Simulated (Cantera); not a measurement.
Cantera run:

```python
import numpy as np
import cantera as ct

gas_names = """
    CL CL2 H HCL H2 Si SiCL SiCL2 SiCL3 SiCL4 SiH SiHCL3 SiH2 SiH2CL2 SiH3 SiH3CL SiH4 Si2 Si3
""".split()
cond_names = """
    Si(cr) Si(L)
""".split()


# ... load() reads the species with a 1 bar reference pressure and builds the phases ...
atoms = {
    'SiCl4': {'Si': 1, 'CL': 4},
    'H2': {'H': 2},
}
top_T = {}  # K; cautious upper limits of use, not melting points


# ... equilibrate(T, P, feed) seeds the gas with the atoms and calls Mixture.equilibrate('TP', solver="vcs", rtol=1e-11, max_steps=5000) ...
results = []
feed = {'SiCl4': 1, 'H2': 100}  # mol
T = 1173.15  # K
for P in [100, 350, 1300, 4500, 16000, 56000, 200000]:
    mix = equilibrate(T, P, feed)
    results.append((T, P, feed, dict(zip(mix.species_names, mix.species_moles))))

top = {s: max(r[3][s] / sum(r[3][g] for g in gas_names) for r in results) for s in gas_names}
cols = sorted((s for s in top if top[s] > 0.0001), key=lambda s: -top[s])[:8]
seen = [c for c in cond_names if any(r[3].get(c, 0) > 1e-12 for r in results)]
print("log10 of partial pressures in bar; condensed amounts in mol")
print(f"{'P/Pa':>10s}" + "".join(f"{s[:9]:>10s}" for s in cols + seen))
for T, P, feed, n in results:
    ng = sum(n[g] for g in gas_names)
    print(f"{P:10.4g}" + "".join(f"{np.log10(max(n[s] / ng * P / 1e5, 1e-99)):10.3f}" for s in cols)
          + "".join(f"{n.get(c, 0):10.4g}" for c in seen))
```

It prints:

```
log10 of partial pressures in bar; condensed amounts in mol
      P/Pa        H2       HCL    SiHCL3     SiCL2     SiCL4   SiH2CL2     SiCL3    Si(cr)
       100    -3.016    -4.477    -7.543    -5.580    -7.371    -8.607    -6.972    0.7134
       350    -2.472    -3.941    -6.480    -5.053    -6.316    -7.535    -6.181    0.6982
      1300    -1.901    -3.393    -5.407    -4.528    -5.266    -6.440    -5.394    0.6596
      4500    -1.361    -2.899    -4.464    -4.079    -4.369    -5.451    -4.721    0.5857
   1.6e+04    -0.809    -2.424    -3.593    -3.683    -3.576    -4.502    -4.126    0.4692
   5.6e+04    -0.263    -1.983    -2.816    -3.346    -2.904    -3.620    -3.622    0.3268
     2e+05     0.291    -1.557    -2.092    -3.048    -2.308    -2.768    -3.175    0.1703
```

These are equilibrium values from Cantera (NASA tables, ideal gas, pure condensed phases), not measurements of a reactor. The tables' values for SiCl3 are old estimates; treat these amounts as uncertain.
